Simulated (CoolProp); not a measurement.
Vapour-liquid equilibrium of n-hexane (1) + benzene (2) at 1.5 MPa; x and y are mole fractions of (1).

Model: multi-fluid Helmholtz-energy mixture model, Thol 2019 and Thol 2012; pair parameters Bell 2016, in CoolProp.

```
x     bubble temperature (°C)  y at the bubble point  dew temperature at overall composition x (°C)  liquid density (mol/L)
----  -----------------------  ---------------------  ---------------------------------------------  ----------------------
0.05                    200.7                  0.071                                          201.3                   8.167
0.2                     196.1                  0.250                                          197.3                   7.603
0.35                    193.0                  0.400                                          194.0                   7.084
0.5                     190.8                  0.536                                          191.3                   6.612
0.65                    189.4                  0.669                                          189.6                   6.184
0.8                     188.7                  0.806                                          188.7                   5.795
0.95                    188.4                  0.950                                          188.4                   5.439
```

y crosses x between x = 0.8 and 0.95: the model has an azeotrope there.

The pair parameters rest on a limited set of measurements; away from them the model extrapolates.
